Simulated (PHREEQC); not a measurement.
0.086 g of hydrous ferric oxide (600 m²/g; 0.2 weak and 0.005 strong sites per Fe, Dzombak-Morel constants, diffuse double layer) in 1 kg of water with 0.05 mol/kgw of an inert sodium salt and 0.00034 mol/kgw BaCl2, at 25 °C; the pH is set by adding NaOH or the inert anion's acid. Oxygen is held at 0.21 atm. CO2 from the air is kept out. No solid was allowed to form.

Base run: PHREEQC, ion-association model, wateq4f.dat. Each further column changes one thing. The table gives surface charge σ (C/m²).

```csv
pH,base,background salt from 0.05 to 0.005 mol/kgw,oxide from 0.086 to 0.43 g/kgw
4,0.295,0.191,0.295
4.67,0.219,0.123,0.220
5.33,0.147,0.074,0.147
6,0.090,0.040,0.090
6.67,0.050,0.020,0.050
7.33,0.024,0.009,0.024
8,0.005,0.002,0.005
8.67,-0.012,-0.005,-0.012
9.33,-0.028,-0.010,-0.029
10,-0.036,-0.012,-0.044
10.67,-0.039,-0.013,-0.061
11.33,-0.040,-0.015,-0.083
12,-0.045,-0.022,-0.103
```
